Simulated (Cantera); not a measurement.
Source: NASA polynomial tables (part measured, part estimated), evaluated in Cantera. Values are per mole of reaction as written; species without (g) are pure solids or liquids, kept so even where they would boil at 1 bar. TiC: taken at fixed stoichiometry.

CCl₄(g) + TiCl₄(g) ⇌ TiC + 4 Cl₂(g)

```csv
T (K),ΔH° (kJ),ΔS° (J/K),ΔG° (kJ),log10 K
1923,660.0,233.5,211.0,-5.73
2023,(withheld),(withheld),(withheld),(withheld)
2123,(withheld),(withheld),(withheld),(withheld)
2223,(withheld),(withheld),(withheld),(withheld)
2323,(withheld),(withheld),(withheld),(withheld)
```

### Question
What belongs in the gaps?

### Answer

- 2023, ΔH° (kJ): 659.8
- 2023, ΔS° (J/K): 233.4
- 2023, ΔG° (kJ): 187.6
- 2023, log10 K: -4.84
- 2123, ΔH° (kJ): 659.7
- 2123, ΔS° (J/K): 233.4
- 2123, ΔG° (kJ): 164.3
- 2123, log10 K: -4.04
- 2223, ΔH° (kJ): 659.9
- 2223, ΔS° (J/K): 233.4
- 2223, ΔG° (kJ): 140.9
- 2223, log10 K: -3.31
- 2323, ΔH° (kJ): 660.2
- 2323, ΔS° (J/K): 233.6
- 2323, ΔG° (kJ): 117.6
- 2323, log10 K: -2.64
